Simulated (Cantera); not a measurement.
**N2O furnace oxynitridation**

An isothermal, constant-pressure homogeneous reactor starts with N2O : H2O = 1 : 0.092 (molar parts), at 1600 K and 0.681 atm.

Model: GRI-Mech 3.0 (53 species, 325 reactions), integrated in Cantera. GRI-Mech 3.0 was tuned for natural gas; its chemistry of N2O as a main component is partial and can be far from experiment. The temperature is held fixed by assumption; the heat of reaction is taken as removed at once.

```tsv
t (s)	x N2O	x H2O	x H2	x H	x O	x OH	x H2O2
0.000700	0.778	0.0799	8.12e-6	1.52e-6	0.000184	0.000706	2.24e-7
0.00229	0.556	0.0735	6.99e-6	1.60e-6	0.000168	0.000700	1.28e-7
0.00749	0.225	0.0640	7.23e-6	1.74e-6	0.000133	0.000612	7.02e-8
0.0245	0.0266	0.0584	4.28e-6	7.04e-7	5.35e-5	0.000379	3.14e-8
0.0801	0.000229	0.0577	9.77e-7	6.91e-8	9.42e-6	0.000160	9.04e-9
0.262	4.23e-6	0.0577	9.28e-7	6.36e-8	8.83e-6	0.000155	8.62e-9
0.857	4.20e-6	0.0577	9.28e-7	6.36e-8	8.83e-6	0.000155	8.62e-9
2.80	4.10e-6	0.0577	9.26e-7	6.36e-8	8.84e-6	0.000155	8.64e-9
9.17	3.78e-6	0.0577	9.21e-7	6.34e-8	8.89e-6	0.000155	8.68e-9
30.0	2.95e-6	0.0577	9.09e-7	6.29e-8	9.01e-6	0.000156	8.80e-9
```
x: mole fraction; the columns are a selection and need not sum to one.

Equilibrium at this temperature and pressure: N2O 9.36e-8, H2O 0.0577, H2 8.29e-7, H 6.00e-8, O 9.83e-6, OH 0.000163, H2O2 9.60e-9 (gas phase only).
